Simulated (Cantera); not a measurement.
Feed: 1 mol C₂H₂, 2.8 mol CO₂, 6.6 mol N₂, at 1902 °C and 14.0 mbar.

These are equilibrium values from Cantera (NASA tables, ideal gas, pure condensed phases), not measurements of a reactor. Candidate condensed phases: C, C₆H₆, C₇H₈, C₈H₁₈, H₂O; 136 gas species. The numbers say what is thermodynamically allowed, not how fast it happens.

**Question.** What is the equilibrium state?

**Answer.** x(N₂): 0.530
x(CO): 0.348
x(H₂): 0.0487
x(CO₂): 0.0367
x(H₂O): 0.0266
x(H): 0.00911
x(OH): 0.000669
x(NO): 9.60e-5
x(O): 8.76e-5
gas amount: 12.46 mol
log10 activity of C(graphite) (absent): -6.26
